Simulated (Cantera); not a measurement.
A closed system holds: 1 mol PbO, 0.58 mol H2, held at 1.33 mbar.

Cantera equilibrium calculation (NASA polynomials, part measured and part estimated; ideal gas, pure solids and liquids). Candidate condensed phases: H2O, Pb, PbO, PbO2, Pb3O4; 12 gas species. Mutual solubility and eutectic melting of coexisting phases are not modelled. The numbers say what is thermodynamically allowed, not how fast it happens.

x: gas mole fraction; n: condensed amount in mol.

| T (K) | x H2O | x Pb | x PbO | x H2 | x Pb2 | x OH | n Pb(l) | n PbO(yellow) |
|---|---|---|---|---|---|---|---|---|
| 925 | 0.998 | 0.00200 | 1.53e-5 | 0.000110 | 1.87e-9 | 8.01e-10 | 0.579 | 0.420 |
| 950 | 0.996 | [?] | [?] | [?] | [?] | [?] | 0.578 | 0.420 |
| 975 | 0.993 | 0.00688 | 9.73e-5 | 0.000133 | 1.48e-8 | 4.89e-9 | 0.576 | 0.420 |
| 1000 | 0.987 | [?] | [?] | [?] | [?] | [?] | 0.573 | 0.420 |
| 1025 | 0.978 | 0.0209 | 0.000514 | 0.000157 | 9.46e-8 | 2.48e-8 | 0.568 | 0.420 |
| 1050 | 0.964 | 0.0349 | 0.00111 | 0.000169 | 2.24e-7 | 5.26e-8 | 0.559 | 0.419 |
| 1075 | 0.941 | 0.0570 | 0.00231 | 0.000179 | 5.07e-7 | 1.07e-7 | 0.545 | 0.419 |

Q: Complete the blanks.

A: 
- 950, x Pb: 0.00377
- 950, x PbO: 3.96e-5
- 950, x H2: 0.000122
- 950, x Pb2: 5.40e-9
- 950, x OH: 2.03e-9
- 1000, x Pb: 0.0121
- 1000, x PbO: 0.000229
- 1000, x H2: 0.000145
- 1000, x Pb2: 3.83e-8
- 1000, x OH: 1.13e-8
